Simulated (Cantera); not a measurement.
A closed system holds: 1 mol SiO₂, 4.7 mol C, 0.2 mol CO, held at 101000 Pa.

Equilibrium computed with Cantera from the NASA thermochemical tables; the gas is ideal and each condensed phase is pure. Candidate condensed phases: C, Si, SiC, SiO₂; 20 gas species. The tables hold silica as quartz up to 1696 K and as liquid above; real silica turns to tridymite and cristobalite and melts near 1996 K. Equilibrium is a limit: real reactors are often held back by kinetics, nucleation or transport.

What share of the Si ends up in condensed phases as a function of T (K), at 823, 1023, 1223, 1423, 1623, 1823, 2023, 2223, 2423, 2623?


| T (K) | Si condensed (%) | as |
|---|---|---|
| 823 | 100.0 | SiO₂(α-quartz) |
| 1023 | 100.0 | SiO₂(β-quartz) |
| 1223 | 100.0 | SiO₂(β-quartz) |
| 1423 | 100.0 | SiO₂(β-quartz) |
| 1623 | 100.0 | SiO₂(β-quartz) |
| 1823 | 98.7 | SiC(s) |
| 2023 | 97.9 | SiC(s) |
| 2223 | 96.8 | SiC(s) |
| 2423 | 95.4 | SiC(s) |
| 2623 | 92.7 | SiC(s) |
